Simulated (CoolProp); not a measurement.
Values from CoolProp's reference Helmholtz-energy equation of state, Lemmon 2005. It is a short technical equation, of lower accuracy than the large ones.

Q: For cis-2-butene, give the phase and the speed of sound (m/s) at 291.3 K and 0.101 MPa; 361.9 K and 0.101 MPa; 409 K and 0.101 MPa.

A: 
- 291.3 K and 0.101 MPa: gas; speed of sound 214
- 361.9 K and 0.101 MPa: gas; speed of sound 239
- 409 K and 0.101 MPa: gas; speed of sound 254
